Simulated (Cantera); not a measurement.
Feed: 1 mol CHF3, 0.77 mol F2, equilibrated at 0.110 bar.

Equilibrium computed with Cantera from the NASA thermochemical tables; the gas is ideal and each condensed phase is pure. Candidate condensed phases: C, C6H6, C7H8, C8H18; 110 gas species. Ions and electrons are included (thermal ionisation). Gases not in the tables: C2F6 and larger saturated fluorocarbons. Rates play no part.

### Question
Which condensed phases are stable at each of these points (T (K)): 2000, 2250, 2500, 2750, 3000, 3250, 3500, 3750, 4000, 4250, 4500, 4750, 5000?

### Answer
```csv
T (K),condensed phases,C condensed (%)
2000,C(graphite),9.4
2250,gas only,0.0
2500,gas only,0.0
2750,gas only,0.0
3000,C(graphite),6.4
3250,gas only,0.0
3500,gas only,0.0
3750,gas only,0.0
4000,gas only,0.0
4250,gas only,0.0
4500,gas only,0.0
4750,gas only,0.0
5000,gas only,0.0
```

At 2000 K the condensed part is C(graphite). From 2250 K to 2750 K nothing is condensed. At 3000 K the condensed part is C(graphite). From 3250 K to 5000 K nothing is condensed.
